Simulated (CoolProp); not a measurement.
The numbers come from the reference Helmholtz-energy equation of state, Outcalt 1996 in CoolProp. It is a modified Benedict-Webb-Rubin equation, recast in Helmholtz form.

Give the vapour pressure (MPa), vapour density (kg/m³), liquid cp (kJ/(kg K)), liquid conductivity (mW/(m K)) of saturated R152A at 305.7 K.


```csv
T (K),p (MPa),vapour density (kg/m³),liquid cp (kJ/(kg K)),liquid conductivity (mW/(m K))
305.7,0.742,23.0,1.84,97.8
```

Thermal conductivity comes from a separate model (Krauss 1996).
